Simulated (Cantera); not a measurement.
A perfectly stirred reactor is fed with 9.54 % CH4, 0.487 % C2H6, 18.9 % O2, 71.1 % N2, equivalence ratio 1.1, at 10.0 bar; it is adiabatic with a 475 K inlet, and is followed from long to short residence time, starting on the burning branch (τ in s: 0.058, 0.024, 0.0098, 0.004, 0.0017, 0.00068, 0.00028, 0.00011, 4.7e-05, 1.9e-05, 7.9e-06, 3.2e-06).

Computed with Cantera and GRI-Mech 3.0 (53 species, 325 reactions).

Problem. Predict: blow-out, bracketed by the residence times tried; x(CH4) at τ = 58.0 ms; x(C2H6) at τ = 58.0 ms; x(O2) at τ = 58.0 ms; x(H2O2) at τ = 58.0 ms; x(N2O) at τ = 58.0 ms; x(CH4) at τ = 0.280 ms; x(C2H6) at τ = 0.280 ms; x(O2) at τ = 0.280 ms; x(H2O2) at τ = 0.280 ms; x(N2O) at τ = 0.280 ms.

Solution. 
```
Quantity                                                                       Value
------------------------------------------------  ----------------------------------
blow-out, bracketed by the residence times tried  burning at 47.0 µs, out at 19.0 µs
x(CH4) at τ = 58.0 ms                                                        3.84e-6
x(C2H6) at τ = 58.0 ms                                                       6.04e-9
x(O2) at τ = 58.0 ms                                                        0.000262
x(H2O2) at τ = 58.0 ms                                                       4.90e-8
x(N2O) at τ = 58.0 ms                                                        8.96e-8
x(CH4) at τ = 0.280 ms                                                      0.000136
x(C2H6) at τ = 0.280 ms                                                      9.20e-7
x(O2) at τ = 0.280 ms                                                        0.00377
x(H2O2) at τ = 0.280 ms                                                      3.93e-7
x(N2O) at τ = 0.280 ms                                                       2.87e-7
```
